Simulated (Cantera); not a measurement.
## Stirred combustor or abatement burner

A perfectly stirred reactor is fed with 6.75 % CH4, 19.0 % O2, 74.2 % N2, equivalence ratio 0.71, at 17.0 bar; it is adiabatic with a 475 K inlet, and is followed from long to short residence time, starting on the burning branch (τ in s: 0.15, 0.081, 0.044, 0.024, 0.013, 0.0068, 0.0037, 0.002, 0.0011, 0.00058, 0.00031, 0.00017, 9e-05).

Computed with Cantera and GRI-Mech 3.0 (53 species, 325 reactions). The pressure lies above the range GRI-Mech 3.0 was tuned for (to about 10 atm).

| τ (s) | T (K) | x CH4 | x O2 | x CH2CO | x OH | x CH2O | x H2O | x CO2 |
|---|---|---|---|---|---|---|---|---|
| 0.15 | 1958 | 9.30e-7 | 0.0550 | 2.78e-11 | 0.000690 | 1.11e-7 | 0.135 | 0.0674 |
| 0.081 | 1958 | 1.70e-6 | 0.0551 | 7.59e-11 | 0.000698 | 2.03e-7 | 0.135 | 0.0674 |
| 0.044 | 1958 | 3.06e-6 | 0.0551 | 2.16e-10 | 0.000710 | 3.67e-7 | 0.135 | 0.0673 |
| 0.024 | 1958 | 5.40e-6 | 0.0552 | 6.27e-10 | 0.000730 | 6.52e-7 | 0.134 | 0.0673 |
| 0.013 | 1957 | 9.41e-6 | 0.0552 | 1.82e-9 | 0.000763 | 1.15e-6 | 0.134 | 0.0672 |
| 0.0068 | 1956 | 1.65e-5 | 0.0553 | 5.42e-9 | 0.000818 | 2.04e-6 | 0.134 | 0.0671 |
| 0.0037 | 1954 | 2.71e-5 | 0.0554 | 1.43e-8 | 0.000891 | 3.41e-6 | 0.134 | 0.0669 |
| 0.0020 | 1950 | 4.38e-5 | 0.0556 | 3.64e-8 | 0.000988 | 5.64e-6 | 0.134 | 0.0665 |
| 0.0011 | 1945 | 6.93e-5 | 0.0559 | 8.69e-8 | 0.00110 | 9.10e-6 | 0.134 | 0.0660 |
| 0.00058 | 1937 | 0.000113 | 0.0564 | 2.16e-7 | 0.00123 | 1.51e-5 | 0.134 | 0.0651 |
| 0.00031 | 1924 | 0.000188 | 0.0572 | 5.34e-7 | 0.00135 | 2.53e-5 | 0.133 | 0.0637 |
| 0.00017 | 1903 | 0.000322 | 0.0586 | 1.37e-6 | 0.00139 | 4.30e-5 | 0.132 | 0.0613 |
| 9.0e-5 | 1856 | 0.000708 | 0.0621 | 5.35e-6 | 0.00119 | 8.94e-5 | 0.131 | 0.0558 |
x: mole fraction; the columns are a selection and need not sum to one.
